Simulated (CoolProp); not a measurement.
Aqueous potassium carbonate as a coolant, at -3 °C, 1 atm.

Model: Melinder's fits for secondary coolants, in CoolProp.

```tsv
mass %	freezing point (°C)	Prandtl number	density (kg/m³)	cp (kJ/(kg K))	conductivity (W/(m K))
16.2	-6.5	17.1	1159	3.416	0.545
21.9	-10.2	19.3	1219	3.202	0.539
27.6	-15.6	23.2	1282	2.999	0.534
33.3	-23.7	30.0	1347	2.826	0.528
38.9	-34.9	41.9	1413	2.695	0.521
```
